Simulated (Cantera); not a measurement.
Input: 1 mol BN, 6.7 mol HF, 56 mol N2, at 600 °C and 18.0 Pa.

Method: chemical equilibrium by Gibbs-energy minimisation in Cantera with the NASA 1993 tables (ideal gas, pure condensed phases). Candidate condensed phases: B, BN; 31 gas species. Kinetics and transport are ignored.

Base state: N2 0.901, HF 0.0590, H2 0.0239, BF3 0.0159 (mole fractions); condensed: gas only.

### Question
What changes in the equilibrium state with this change: 0.42 mol O2 added?

### Answer
```json
[
 {"species": "N2", "before": "0.901", "after": "0.901"},
 {"species": "HF", "before": "0.0590", "after": "0.0595"},
 {"species": "BF3", "before": "0.0159", "after": "0.0157"},
 {"species": "H2", "before": "0.0239", "after": "0.0105"},
 {"species": "H2O", "before": "0", "after": "0.0132"},
 {"species": "B3O3F3", "before": "0", "after": "6.00e-5"},
 {"species": "BOF", "before": "0", "after": "4.99e-5"}
]
```
Further candidate phases: B2O3, B3O3H3, H2O.
